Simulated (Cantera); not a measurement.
What does this Cantera script print?

```python
import numpy as np
import cantera as ct

surf = ct.Interface("diamond.yaml", "diamond_100")
gas, bulk = surf.adjacent["gas"], surf.adjacent["diamond"]
k = surf.kinetics_species_index(bulk.species_names[0])
cover = ["c6HH", "c6H*", "c6*H", "c6**", "c6HM", "c6B"]

rows, drift = [], 0.0
print(f"{'xH':>10s}{'um/h':>11s}" + "".join(f"{s:>11s}" for s in cover))
for v in [0.0001, 0.00019, 0.00038, 0.00074, 0.0014, 0.0028, 0.0055, 0.011, 0.021]:
    T, P, xH, xCH3 = 950, 2500, v, 0.00057
    gas.TPX = T, P, {"H": xH, "CH3": xCH3, "CH4": 0.028, "H2": 1 - xH - xCH3 - 0.028}
    surf.TP = bulk.TP = T, P
    surf.coverages = "c6H*:0.1, c6HH:0.9"
    surf.advance_coverages(100.0)
    before = surf.coverages
    surf.advance_coverages(100.0)
    drift = max(drift, np.max(np.abs(surf.coverages - before) / (surf.coverages + 1e-9)))
    rate = surf.net_production_rates[k] * bulk.mean_molecular_weight / bulk.density * 3.6e9
    rows.append([rate, *surf[cover].coverages])
    print(f"{v:10.4g}{rate:11.4e}" + "".join(f"{x:11.3e}" for x in rows[-1][1:]))
```

It prints:

```
        xH       um/h       c6HH       c6H*       c6*H       c6**       c6HM        c6B
    0.0001 7.5822e-01  2.401e-01  4.647e-03  1.104e-01  7.621e-04  4.941e-01  2.057e-09
   0.00019 1.2955e+00  2.795e-01  5.670e-03  1.347e-01  1.349e-03  4.439e-01  3.515e-09
   0.00038 2.1285e+00  3.439e-01  7.215e-03  1.713e-01  2.290e-03  3.644e-01  5.776e-09
   0.00074 3.0949e+00  4.196e-01  8.983e-03  2.133e-01  3.406e-03  2.720e-01  8.398e-09
    0.0014 3.9982e+00  4.905e-01  1.063e-02  2.523e-01  4.460e-03  1.857e-01  1.085e-08
    0.0028 4.7807e+00  5.519e-01  1.205e-02  2.859e-01  5.379e-03  1.110e-01  1.297e-08
    0.0055 5.2893e+00  5.918e-01  1.298e-02  3.077e-01  5.979e-03  6.251e-02  1.435e-08
     0.011 5.5987e+00  6.160e-01  1.357e-02  3.209e-01  6.346e-03  3.308e-02  1.519e-08
     0.021 5.7602e+00  6.286e-01  1.390e-02  3.277e-01  6.540e-03  1.783e-02  1.563e-08
```

Model: the Harris–Goodwin 1993 mechanism for the reconstructed diamond (100) surface, integrated in Cantera.
